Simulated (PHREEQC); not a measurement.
Solution (25 °C): 0.0018 mol/kgw CuSO4. Closed to the air; pH follows from the charge balance.

The numbers come from PHREEQC with the ion-association model, wateq4f.dat.

No solid was allowed to form.

What pH, ionic strength does the model give?

pH 5.21; ionic strength 0.00618 mol/kgw.

In which forms is Cu present?

Cu+2 86 %, CuSO4 14 % of the Cu.

Examples of supersaturated solids here: Brochantite, Antlerite. Others may be too.
